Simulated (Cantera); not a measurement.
A perfectly stirred reactor is fed with NO : N2 = 1 : 11 (molar parts), at 100000 Pa; it is held at 1975 K, and followed from long to short residence time.

Detailed kinetics in Cantera: GRI-Mech 3.0 (53 species, 325 reactions).

**Question.** Predict: x(NO) at τ = 3.50 s; x(O) at τ = 3.50 s; x(N2O) at τ = 3.50 s; x(O2) at τ = 3.50 s; x(N2) at τ = 3.50 s; x(NO) at τ = 27.0 ms; x(O) at τ = 27.0 ms; x(N2O) at τ = 27.0 ms; x(O2) at τ = 27.0 ms; x(N2) at τ = 27.0 ms.

**Answer.** 
| Quantity | Result |
|---|---|
| x(NO) at τ = 3.50 s | 0.0419 |
| x(O) at τ = 3.50 s | 8.12e-5 |
| x(N2O) at τ = 3.50 s | 9.62e-7 |
| x(O2) at τ = 3.50 s | 0.0206 |
| x(N2) at τ = 3.50 s | 0.937 |
| x(NO) at τ = 27.0 ms | 0.0828 |
| x(O) at τ = 27.0 ms | 2.20e-5 |
| x(N2O) at τ = 27.0 ms | 3.24e-6 |
| x(O2) at τ = 27.0 ms | 0.000225 |
| x(N2) at τ = 27.0 ms | 0.917 |
